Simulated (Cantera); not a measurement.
Cantera run:

```python
import numpy as np
import cantera as ct

gas_names = """
    AL ALCL ALCL2 ALCL3 ALH ALO ALOCL ALOH ALO2 ALO2H AL2 AL2CL6 AL2O AL2O2 CL CLO CL2 H HALO HCL HOCL
    HO2 H2 H2O H2O2 O OH O2 O3
""".split()
cond_names = """
    AL(cr) AL(L) ALCL3(s) ALCL3(L) AL2O3(a) AL2O3(L) H2O(s) H2O(L)
""".split()


# ... load() reads the species with a 1 bar reference pressure and builds the phases ...
atoms = {
    'Al2O3': {'AL': 2, 'O': 3},
    'HCl': {'H': 1, 'CL': 1},
}
top_T = {}  # K; cautious upper limits of use, not melting points


# ... equilibrate(T, P, feed) seeds the gas with the atoms and calls Mixture.equilibrate('TP', solver="vcs", rtol=1e-11, max_steps=5000) ...
results = []
feed = {'Al2O3': 1, 'HCl': 34}  # mol
T = 1723.15  # K
for P in [1, 5.2, 27, 140, 720, 3700, 19000, 100000]:
    mix = equilibrate(T, P, feed)
    results.append((T, P, feed, dict(zip(mix.species_names, mix.species_moles))))
    x = sorted(zip(gas.X, gas.species_names), reverse=True)
    print(f"T = {T:g} K  P = {P:g} Pa  gas = {mix.phase_moles(0):.4g} mol")
    print("   x: " + "  ".join(f"{s} {v:.3e}" for v, s in x if v > 1e-05))
    print("   condensed (mol): " + ("  ".join(f"{mix.phase(i).name} {mix.phase_moles(i):.4g}"
          for i in range(1, mix.n_phases) if mix.phase_moles(i) > 1e-12) or "none"))
```

Output:

```
T = 1723.15 K  P = 1 Pa  gas = 36.88 mol
   x: HCL 7.791e-01  CL 1.404e-01  H2 6.157e-02  H 1.433e-02  H2O 2.637e-03  ALCL 1.409e-03  ALCL2 2.115e-04  ALOCL 1.329e-04  ALCL3 1.197e-04  OH 3.366e-05
   condensed (mol): AL2O3(a) 0.9654
T = 1723.15 K  P = 5.2 Pa  gas = 35.62 mol
   x: HCL 8.663e-01  CL 8.550e-02  H2 3.950e-02  H 5.033e-03  H2O 2.134e-03  ALCL 6.058e-04  ALCL3 5.156e-04  ALCL2 2.878e-04  ALOCL 7.206e-05  OH 1.491e-05
   condensed (mol): AL2O3(a) 0.9736
T = 1723.15 K  P = 27 Pa  gas = 34.9 mol
   x: HCL 9.192e-01  CL 5.078e-02  H2 2.428e-02  H2O 2.363e-03  H 1.732e-03  ALCL3 1.204e-03  ALCL2 2.180e-04  ALCL 1.488e-04  ALOCL 3.189e-05  CL2 1.483e-05
   condensed (mol): AL2O3(a) 0.972
T = 1723.15 K  P = 140 Pa  gas = 34.49 mol
   x: HCL 9.498e-01  CL 2.978e-02  H2 1.454e-02  H2O 3.155e-03  ALCL3 1.961e-03  H 5.885e-04  ALCL2 1.167e-04  CL2 2.645e-05  ALCL 2.621e-05  ALOCL 1.252e-05
   condensed (mol): AL2O3(a) 0.9635
T = 1723.15 K  P = 720 Pa  gas = 34.25 mol
   x: HCL 9.665e-01  CL 1.737e-02  H2 8.602e-03  H2O 4.382e-03  ALCL3 2.862e-03  H 1.996e-04  ALCL2 5.680e-05  CL2 4.629e-05
   condensed (mol): AL2O3(a) 0.9499
T = 1723.15 K  P = 3700 Pa  gas = 34.1 mol
   x: HCL 9.745e-01  CL 1.007e-02  H2O 6.105e-03  H2 5.068e-03  ALCL3 4.045e-03  CL2 7.989e-05  H 6.758e-05  ALCL2 2.695e-05
   condensed (mol): AL2O3(a) 0.9305
T = 1723.15 K  P = 19000 Pa  gas = 34 mol
   x: HCL 9.769e-01  H2O 8.478e-03  CL 5.779e-03  ALCL3 5.642e-03  H2 3.009e-03  CL2 1.352e-04  H 2.298e-05  ALCL2 1.275e-05
   condensed (mol): AL2O3(a) 0.9039
T = 1723.15 K  P = 100000 Pa  gas = 33.92 mol
   x: HCL 9.751e-01  H2O 1.179e-02  ALCL3 7.853e-03  CL 3.225e-03  H2 1.829e-03  CL2 2.216e-04
   condensed (mol): AL2O3(a) 0.8667
```

Equilibrium computed with Cantera from the NASA thermochemical tables; the gas is ideal and each condensed phase is pure. The tables' values for AlCl2 are old estimates; treat these amounts as uncertain. Gases not in the tables: Al(OH)3.
